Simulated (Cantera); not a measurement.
Feed: 1 mol BF3, 6.3 mol O2, 0.56 mol H2, 0.95 mol NH3, at 800 K and 0.340 bar.

These are equilibrium values from Cantera (NASA tables, ideal gas, pure condensed phases), not measurements of a reactor. Candidate condensed phases: B, BN, B2O3, B3O3H3, H2O; 62 gas species. Kinetics and transport are ignored.

Base state: O2 0.601, H2O 0.193, BF3 0.0902, HF 0.0550, N2 0.0538, B3O3F3 0.00468, (HBO2)3 0.00299 (mole fractions); condensed: gas only.

Task: What changes in the equilibrium state with this change: H2 from 0.56 to 160 mol?

Result: 
```csv
species,before,after
H2,<1e-9,0.913
H2O,0.193,0.0709
HF,0.0550,0.00988
O2,0.601,<1e-9
BF3,0.0902,0.00266
N2,0.0538,0.00289
NH3,<1e-9,4.76e-5
B3O3F3,0.00468,0.000179
```

Task: What changes in the equilibrium state with this change: BF3 replaced by B2O3?

Result: 
| species | before | after |
|---|---|---|
| O2 | 0.601 | 0.686 |
| H2O | 0.193 | 0.246 |
| N2 | 0.0538 | 0.0614 |
| BF3 | 0.0902 | 0 |
| HF | 0.0550 | 0 |
| (HBO2)3 | 0.00299 | 0.00663 |
| B3O3F3 | 0.00468 | 0 |
| B2O3(l), mol | 0 | 0.923 |
Gases not in the tables: H3BO3.
